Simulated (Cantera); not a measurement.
An isothermal, constant-pressure homogeneous reactor starts with N₂O : H₂O = 1 : 0.016 (molar parts), at 1275 K and 0.987 atm.

Cantera simulation using GRI-Mech 3.0 (53 species, 325 reactions); the numbers are that mechanism's predictions, not measurements. GRI-Mech 3.0 was tuned for natural gas; its chemistry of N2O as a main component is partial and can be far from experiment. The mechanism lacks the step 2 NO + O2 → 2 NO2, which can matter for NO2 below about 1400 K. The temperature is held fixed by assumption; the heat of reaction is taken as removed at once.

Q: Predict: x(N₂O) at 20.0 s; x(NO₂) at 20.0 s; x(NO) at 20.0 s; x(N₂) at 20.0 s; x(O₂) at 20.0 s; x(O) at 20.0 s.

A: 
```
Quantity                                             Value
----------------  ----------------------------------------
x(N₂O) at 20.0 s   9.25e-7 (gas-phase equilibrium 2.37e-8)
x(NO₂) at 20.0 s  0.000855 (gas-phase equilibrium 5.81e-6)
x(NO) at 20.0 s    0.0597 (gas-phase equilibrium 0.000386)
x(N₂) at 20.0 s        0.630 (gas-phase equilibrium 0.659)
x(O₂) at 20.0 s        0.299 (gas-phase equilibrium 0.330)
x(O) at 20.0 s     6.15e-8 (gas-phase equilibrium 6.45e-8)
```
